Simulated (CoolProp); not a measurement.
Vapour-liquid equilibrium of acetone (1) + cyclohexane (2) at 361.5 K; x and y are mole fractions of (1).

Model: multi-fluid Helmholtz-energy mixture model, Lemmon 2006 and Zhou 2014; pair parameters Bell 2016, in CoolProp.

```json
[
 {"x": "0.05", "bubble pressure, mixture model (kPa)": "169.5", "bubble pressure, Raoult's law (kPa)": "134.1", "y, mixture model": "0.274", "y, Raoult's law": "0.102"},
 {"x": "0.2", "bubble pressure, mixture model (kPa)": "___", "bubble pressure, Raoult's law (kPa)": "156.0", "y, mixture model": "___", "y, Raoult's law": "0.350"},
 {"x": "0.35", "bubble pressure, mixture model (kPa)": "263.6", "bubble pressure, Raoult's law (kPa)": "177.9", "y, mixture model": "0.605", "y, Raoult's law": "0.537"},
 {"x": "0.5", "bubble pressure, mixture model (kPa)": "277.3", "bubble pressure, Raoult's law (kPa)": "199.9", "y, mixture model": "0.656", "y, Raoult's law": "0.683"},
 {"x": "0.65", "bubble pressure, mixture model (kPa)": "285.7", "bubble pressure, Raoult's law (kPa)": "221.8", "y, mixture model": "___", "y, Raoult's law": "0.800"},
 {"x": "0.8", "bubble pressure, mixture model (kPa)": "288.5", "bubble pressure, Raoult's law (kPa)": "243.7", "y, mixture model": "___", "y, Raoult's law": "0.896"},
 {"x": "0.95", "bubble pressure, mixture model (kPa)": "280.1", "bubble pressure, Raoult's law (kPa)": "265.7", "y, mixture model": "___", "y, Raoult's law": "0.976"}
]
```

Task: Complete the blanks.

Result: 
- 0.2, bubble pressure, mixture model (kPa): 236.8
- 0.2, y, mixture model: 0.524
- 0.65, y, mixture model: 0.712
- 0.8, y, mixture model: 0.793
- 0.95, y, mixture model: 0.931

The largest gap from Raoult's law is +51.8 % in bubble pressure, at x = 0.2. y crosses x between x = 0.65 and 0.8: the model has an azeotrope there.

Pair parameters are fitted to limited data, so mixtures are less certain than the pure fluids. With so large a gap from Raoult's law the liquid may split in two, which this calculation doesn't test in full.
